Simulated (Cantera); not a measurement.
Stirred combustor or abatement burner

A perfectly stirred reactor is fed with 3.97 % C₂H₆, 9.25 % O₂, 80.6 % N₂, 4.77 % H₂O, 1.39 % CO₂, equivalence ratio 1.5, at 7.10 bar; it is adiabatic with a 750 K inlet, and is followed from long to short residence time, starting on the burning branch (τ in s: 0.38, 0.12, 0.036, 0.011, 0.0034, 0.001, 0.00032, 9.8e-05, 3e-05, 9.3e-06).

Detailed kinetics in Cantera: GRI-Mech 3.0 (53 species, 325 reactions).

| τ (s) | T (K) | x C₂H₆ | x O₂ | x H₂O | x C₂H₂ | x HO₂ |
|---|---|---|---|---|---|---|
| 0.38 | 1623 | 1.36e-5 | 0.000417 | 0.122 | 0.00270 | 1.35e-7 |
| 0.12 | 1617 | 3.09e-5 | 0.000862 | 0.122 | 0.00319 | 3.93e-7 |
| 0.036 | 1604 | 6.60e-5 | 0.00160 | 0.123 | 0.00345 | 1.18e-6 |
| 0.011 | 1585 | 0.000135 | 0.00285 | 0.123 | 0.00332 | 3.34e-6 |
| 0.0034 | 1551 | 0.000304 | 0.00544 | 0.122 | 0.00267 | 9.36e-6 |
| 0.0010 | 1431 | 0.00132 | 0.0160 | 0.115 | 0.00102 | 4.42e-5 |
| 0.00032 | 750 | 0.0397 | 0.0925 | 0.0477 | <1e-12 | <1e-12 |
| 9.8e-5 | 750 | 0.0397 | 0.0925 | 0.0477 | <1e-12 | <1e-12 |
| 3.0e-5 | 750 | 0.0397 | 0.0925 | 0.0477 | <1e-12 | <1e-12 |
| 9.3e-6 | 750 | 0.0397 | 0.0925 | 0.0477 | <1e-12 | <1e-12 |
x: mole fraction; the columns are a selection and need not sum to one.
